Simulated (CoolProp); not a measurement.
A single-stage vapour-compression cycle with the fluid: evaporating at 269.15 K (dew point), condensing at 301.15 K (bubble point), superheat 0 K, subcooling 0 K, compressor efficiency 0.8, no pressure losses. The same conditions are run with several fluids, on thermodynamics alone (safety and materials aside).

Computed with CoolProp (reference Helmholtz-energy equation of state of each fluid (R365MFC: Lemmon 2016; R141b: Lemmon 2006; cyclopentane: Gedanitz 2015; c-C4F8 (RC318): Platzer 1990; R115: Lemmon 2016; propane: Lemmon 2009)). The equations of Platzer and Polt are older, rougher fits.

| fluid | cooling COP | pressure ratio | discharge temperature (K) | refrigerating effect (kJ/kg) | volumetric capacity (kJ/m³) |
|---|---|---|---|---|---|
| R365MFC | 5.91 | 4.25 | 301.1 | 165 | 166 |
| R141b | 6.13 | 3.76 | 315.3 | 203 | 251 |
| cyclopentane | 6.20 | 4.07 | 321.0 | 370 | 137 |
| c-C4F8 (RC318) | 5.43 | 3.13 | 301.1 | 81.4 | 838 |
| R115 | 5.24 | 2.52 | 301.1 | 76.4 | 2300 |
| propane | 5.68 | 2.45 | 310.5 | 297 | 2730 |

The compression ends wet for: R365MFC; c-C4F8 (RC318); R115.
